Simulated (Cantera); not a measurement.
Input: 1 mol MgO, 26 mol HF, 5.7 mol H₂, equilibrated at 1302 °C and 1900 Pa.

Equilibrium computed with Cantera from the NASA thermochemical tables; the gas is ideal and each condensed phase is pure. Candidate condensed phases: H₂O, Mg, MgF₂, MgO, Mg(OH)₂; 31 gas species. Equilibrium is a limit: real reactors are often held back by kinetics, nucleation or transport.

Base state: HF 0.773, H₂ 0.184, H₂O 0.0322, MgF₂ 0.0106, H 0.000129, MgF 1.21e-5 (mole fractions); condensed: MgF₂(l).

Problem. What changes in the equilibrium state with this change: temperature from 1302 °C to 977 °C?

Solution. 
```
species         before    after
------------  --------  -------
HF               0.773    0.782
H₂               0.184    0.186
H₂O             0.0322   0.0326
MgF₂            0.0106  7.22e-6
MgF            1.21e-5    <1e-9
H             0.000129  1.51e-6
MgF₂(l), mol     0.669        0
MgF₂(s), mol         0    1.000
```

Problem. What changes in the equilibrium state with this change: temperature from 1302 °C to 852 °C?

Solution. 
```
species         before    after
------------  --------  -------
HF               0.773    0.782
H₂               0.184    0.186
H₂O             0.0322   0.0326
MgF₂            0.0106  1.26e-7
MgF            1.21e-5    <1e-9
H             0.000129  1.39e-7
MgF₂(l), mol     0.669        0
MgF₂(s), mol         0    1.000
```
